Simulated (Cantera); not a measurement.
A perfectly stirred reactor is fed with 25.1 % H2, 11.4 % O2, 42.9 % N2, 20.6 % H2O, equivalence ratio 1.1, at 100000 Pa; it is adiabatic with a 500 K inlet, and is followed from long to short residence time, starting on the burning branch (τ in s: 0.034, 0.013, 0.0053, 0.0021, 0.00083, 0.00033, 0.00013, 5.2e-05, 2e-05, 8.1e-06, 3.2e-06).

Cantera simulation using the H2/O2 subset of GRI-Mech 3.0, which has no nitrogen chemistry; the numbers are that mechanism's predictions, not measurements.

Q: Predict: blow-out, bracketed by the residence times tried; x(H2) at τ = 34.0 ms; x(O2) at τ = 34.0 ms; x(H2O) at τ = 34.0 ms; x(O) at τ = 34.0 ms; x(OH) at τ = 34.0 ms; x(H2) at τ = 0.330 ms; x(O2) at τ = 0.330 ms; x(H2O) at τ = 0.330 ms; x(O) at τ = 0.330 ms; x(OH) at τ = 0.330 ms.

A: 
| Quantity | Value |
|---|---|
| blow-out, bracketed by the residence times tried | burning at 20.0 µs, out at 8.10 µs |
| x(H2) at τ = 34.0 ms | 0.0286 |
| x(O2) at τ = 34.0 ms | 0.00117 |
| x(H2O) at τ = 34.0 ms | 0.483 |
| x(O) at τ = 34.0 ms | 0.000139 |
| x(OH) at τ = 34.0 ms | 0.00323 |
| x(H2) at τ = 0.330 ms | 0.0483 |
| x(O2) at τ = 0.330 ms | 0.0120 |
| x(H2O) at τ = 0.330 ms | 0.441 |
| x(O) at τ = 0.330 ms | 0.00244 |
| x(OH) at τ = 0.330 ms | 0.00935 |
